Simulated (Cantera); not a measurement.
**Ammonia decomposition in nitride growth gas**

An isothermal, constant-pressure homogeneous reactor starts with NH₃ : H₂ = 1 : 0.11 (molar parts), at 1798 K and 16.5 Torr.

Cantera simulation using the gas-phase N/H chemistry of the illustrative SiF4/NH3 mechanism in the Surface Chemkin manual (1991); the numbers are that mechanism's predictions, not measurements. Walls and surfaces, which speed up NH3 decomposition in real reactors, are not modelled.

```tsv
t (s)	x NH₃	x H₂	x N₂H₄	x N₂H₂	x NH₂	x N
1.00e-6	0.901	0.0991	<1e-12	<1e-12	2.04e-8	<1e-12
8.75e-6	0.901	0.0991	<1e-12	<1e-12	2.53e-7	<1e-12
7.65e-5	0.901	0.0991	<1e-12	1.11e-11	2.60e-6	<1e-12
0.000669	0.901	0.0991	3.25e-11	4.08e-9	2.31e-5	9.73e-12
0.00586	0.901	0.0992	2.52e-9	5.49e-7	0.000199	8.66e-9
0.0512	0.894	0.104	2.06e-8	5.84e-6	0.000569	1.27e-7
0.448	0.829	0.151	1.82e-8	5.12e-6	0.000535	1.60e-7
3.92	0.472	0.415	8.26e-9	2.10e-6	0.000360	2.43e-7
34.3	0.0310	0.740	1.83e-10	5.84e-8	5.37e-5	2.26e-7
300	2.39e-5	0.761	<1e-12	1.29e-12	1.75e-7	1.33e-8
```
x: mole fraction; the columns are a selection and need not sum to one.

Equilibrium at this temperature and pressure: NH₃ 2.07e-7, H₂ 0.761, N₂H₄ <1e-12, N₂H₂ <1e-12, NH₂ 1.51e-9, N 1.15e-10 (gas phase only).
